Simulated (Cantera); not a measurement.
A perfectly stirred reactor is fed with H₂ : O₂ : N₂ = 1 : 0.385 : 1.45 (molar parts), equivalence ratio 1.3, at 1.01 bar; it is adiabatic with a 500 K inlet, and is followed from long to short residence time, starting on the burning branch (τ in s: 0.037, 0.013, 0.0043, 0.0015, 0.00051, 0.00017, 5.9e-05, 2e-05, 6.9e-06).

Model: GRI-Mech 3.0 (53 species, 325 reactions), integrated in Cantera.

Problem. What does this change do: 0.073 parts H2O added?

Solution. 
| quantity | before | after |
|---|---|---|
| blow-out, bracketed by the residence times tried | burning at 20.0 µs, out at 6.90 µs | burning at 20.0 µs, out at 6.90 µs |
| x(H₂) at τ = 37.0 ms | 0.0934 | 0.0907 |
| x(O₂) at τ = 37.0 ms | 0.000377 | 0.000328 |
| x(O) at τ = 37.0 ms | 0.000259 | 0.000198 |
| x(NO₂) at τ = 37.0 ms | 1.74e-8 | 1.16e-8 |
| x(HO₂) at τ = 37.0 ms | 2.17e-7 | 1.89e-7 |
| x(H₂) at τ = 0.510 ms | 0.0934 | 0.0917 |
| x(O₂) at τ = 0.510 ms | 0.00461 | 0.00463 |
| x(O) at τ = 0.510 ms | 0.00320 | 0.00289 |
| x(NO₂) at τ = 0.510 ms | 3.01e-9 | 2.38e-9 |
| x(HO₂) at τ = 0.510 ms | 2.66e-6 | 2.90e-6 |
